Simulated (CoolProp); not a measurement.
Vapour-liquid equilibrium of benzene (1) + octamethylcyclotetrasiloxane (D4) (2) at 407.2 K; x and y are mole fractions of (1).

Computed with CoolProp (multi-fluid Helmholtz-energy mixture model, Thol 2012 and Thol 2015; pair parameters Bell 2016).

**Question.** Give the bubble pressure and the first vapour's composition at x = 0.2, 0.35, 0.5. Is there an azeotrope?

**Answer.** x = 0.2: 0.09451 MPa, y = 0.732; x = 0.35: 0.1498 MPa, y = 0.859; x = 0.5: 0.2060 MPa, y = 0.918. No azeotrope shows between x = 0.05 and 0.95.

Pair parameters are fitted to limited data, so mixtures are less certain than the pure fluids.
